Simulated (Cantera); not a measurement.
Input (Python, Cantera) and output of one run.

```python
import numpy as np
import cantera as ct

gas_names = """
    AL ALH ALN ALO ALOH ALO2 ALO2H AL2 AL2O AL2O2 H HALO HNO HNO2 HNO3 HO2 H2 H2O H2O2 N NH NH2 NH3
    NH2OH NO NO2 NO3 N2 N2H2 N2H4 N2O O OH O2 O3
""".split()
cond_names = """
    AL(cr) AL(L) ALN(s) AL2O3(a) AL2O3(L) H2O(s) H2O(L)
""".split()


# ... load() reads the species with a 1 bar reference pressure and builds the phases ...
atoms = {
    'AlN': {'AL': 1, 'N': 1},
    'O2': {'O': 2},
    'H2': {'H': 2},
}
top_T = {'ALN(s)': 2750}  # K; cautious upper limits of use, not melting points


# ... equilibrate(T, P, feed) seeds the gas with the atoms and calls Mixture.equilibrate('TP', solver="vcs", rtol=1e-11, max_steps=5000) ...
results = []
feed = {'AlN': 1, 'O2': 2.5, 'H2': 45}  # mol
T = 1675  # K
P = 9.4  # Pa
mix = equilibrate(T, P, feed)
results.append((T, P, feed, dict(zip(mix.species_names, mix.species_moles))))
print(gas.report(threshold=0.0001))
for i in range(1, mix.n_phases):
    print(f"{mix.phase(i).name:16s} {mix.phase_moles(i):12.5e} mol")
```

Output:

```
       temperature   1675 K
          pressure   9.4 Pa
           density   2.3706e-06 kg/m^3
  mean mol. weight   3.5122 kg/kmol
   phase of matter   gas

                          1 kg             1 kmol
                     ---------------   ---------------
          enthalpy        7.6999e+06        2.7044e+07  J
   internal energy        3.7347e+06        1.3117e+07  J
           entropy             76531         2.688e+05  J/K
    Gibbs function       -1.2049e+08       -4.2319e+08  J
 heat capacity c_p            9722.1             34146  J/K
 heat capacity c_v            7354.8             25832  J/K

                      mass frac. Y      mole frac. X     chem. pot. / RT
                     ---------------   ---------------   ---------------
                 H         0.0032628          0.011369           -14.153
                H2            0.5173           0.90122           -28.306
               H2O           0.39206          0.076437           -55.928
                N2          0.087149          0.010926           -40.147
     [  +31 minor]        0.00023019        4.7312e-05

AL(L)             0.00000e+00 mol
ALN(s)            0.00000e+00 mol
AL2O3(a)          4.99998e-01 mol
```

Equilibrium computed with Cantera from the NASA thermochemical tables; the gas is ideal and each condensed phase is pure.
